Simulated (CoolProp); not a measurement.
Vapour-liquid equilibrium of R134a (1) + R236FA (2) at 248.3 K; x and y are mole fractions of (1).

The numbers come from the multi-fluid Helmholtz-energy mixture model, Tillner-Roth 1994 and Pan 2012; pair parameters Bell 2016 in CoolProp.

```csv
x,bubble pressure (kPa),y at the bubble point,dew pressure at overall composition x (kPa),liquid density (mol/L)
0.05,37.79,0.137,35.45,10.11
0.125,43.11,0.301,37.44,10.32
0.2,48.43,0.429,39.67,___
0.275,53.77,0.532,___,10.76
0.35,59.13,0.617,45.01,11.00
0.425,64.52,0.688,48.25,11.24
0.5,69.94,0.749,51.99,11.49
0.575,___,0.802,56.35,11.75
0.65,80.92,0.848,61.50,12.03
0.725,86.48,0.888,___,12.31
0.8,92.07,0.923,75.20,12.61
0.875,97.70,0.955,84.62,12.91
0.95,103.3,0.983,96.79,13.23
```

Question: Some entries are withheld; supply them.

Answer: 
- 0.2, liquid density (mol/L): 10.54
- 0.275, dew pressure at overall composition x (kPa): 42.17
- 0.575, bubble pressure (kPa): 75.41
- 0.725, dew pressure at overall composition x (kPa): 67.67

No azeotrope shows between x = 0.05 and 0.95.

The pair parameters rest on a limited set of measurements; away from them the model extrapolates.
